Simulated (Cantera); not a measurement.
Feed: 1 mol Fe(CO)₅, 0.2 mol O₂, 3.4 mol H₂, at 873 K and 0.248 Torr.

Equilibrium computed with Cantera from the NASA thermochemical tables; the gas is ideal and each condensed phase is pure. Candidate condensed phases: C, C₆H₆, C₇H₈, C₈H₁₈, Fe, Fe(CO)₅, FeO, Fe(OH)₂, Fe(OH)₃, Fe₂O₃, Fe₃O₄, H₂O; 114 gas species. Rates play no part.

**Question.** What is the equilibrium state?

**Answer.** 
```json
{
  "x(CO)": "0.558",
  "x(H₂)": "0.395",
  "x(CO₂)": "0.0376",
  "x(H₂O)": "0.00999",
  "n(Fe(α))": "1.00 mol",
  "gas_amount": "8.400 mol",
  "log10 activity of C(graphite) (absent)": "-1.51",
  "log10 activity of Fe(OH)₂(s) (absent)": "-10.65",
  "log10 activity of Fe(OH)₃(s) (absent)": "-18.80"
}
```
